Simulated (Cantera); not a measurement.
An isothermal, constant-pressure homogeneous reactor starts with 2.72 % CH3OH, 0.262 % O2, 97.0 % N2, equivalence ratio 16, at 1275 K and 2.10 bar.

Model: GRI-Mech 3.0 (53 species, 325 reactions), integrated in Cantera. GRI-Mech 3.0 was tuned for natural gas; its chemistry of methanol as a main component is partial and can be far from experiment.

x: mole fraction; the columns are a selection and need not sum to one.

```tsv
t (s)	x CH3OH	x O2	x C2H6	x OH	x C2H2
4.00e-6	0.0272	0.00262	<1e-12	2.01e-9	<1e-12
1.13e-5	0.0272	0.00262	1.99e-12	2.19e-9	<1e-12
3.17e-5	0.0272	0.00262	3.36e-11	2.22e-9	2.15e-12
8.94e-5	0.0272	0.00262	3.70e-10	2.36e-9	6.56e-12
0.000252	0.0271	0.00261	(withheld)	3.42e-9	1.90e-11
0.000710	0.0271	0.00259	(withheld)	1.23e-8	5.38e-11
0.00200	0.0253	0.00221	(withheld)	3.26e-7	1.66e-10
0.00563	0.000866	8.70e-6	(withheld)	2.84e-9	8.52e-8
0.0159	3.50e-5	5.47e-6	(withheld)	1.81e-9	1.87e-7
0.0447	2.19e-8	4.18e-6	(withheld)	1.39e-9	3.90e-7
0.126	4.66e-11	2.57e-6	(withheld)	8.44e-10	6.25e-7
0.355	2.13e-11	1.20e-6	(withheld)	4.26e-10	7.79e-7
1.00	1.00e-11	4.14e-7	(withheld)	2.13e-10	8.37e-7
```

**Question.** Complete the blanks.

**Answer.** 
- 0.000252, x C2H6: 1.90e-9
- 0.000710, x C2H6: 4.86e-9
- 0.00200, x C2H6: 7.49e-9
- 0.00563, x C2H6: 2.80e-7
- 0.0159, x C2H6: 6.87e-8
- 0.0447, x C2H6: 1.07e-8
- 0.126, x C2H6: 5.68e-9
- 0.355, x C2H6: 3.16e-9
- 1.00, x C2H6: 1.85e-9
